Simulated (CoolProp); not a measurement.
Vapour-liquid equilibrium of nitrogen (1) + carbon monoxide (2) at 6.05 bar; x and y are mole fractions of (1).

Model: multi-fluid Helmholtz-energy mixture model, Span 2000 and Lemmon 2006; pair parameters Gernert 2013, in CoolProp.

**Question.** Give the bubble temperature and the first vapour's composition at x = 0.5, 0.65, 0.8. Is there an azeotrope?

**Answer.** x = 0.5: 98.5 K, y = 0.578; x = 0.65: 97.8 K, y = 0.713; x = 0.8: 97.2 K, y = 0.839. No azeotrope shows between x = 0.05 and 0.95.

Pair parameters are fitted to limited data, so mixtures are less certain than the pure fluids.
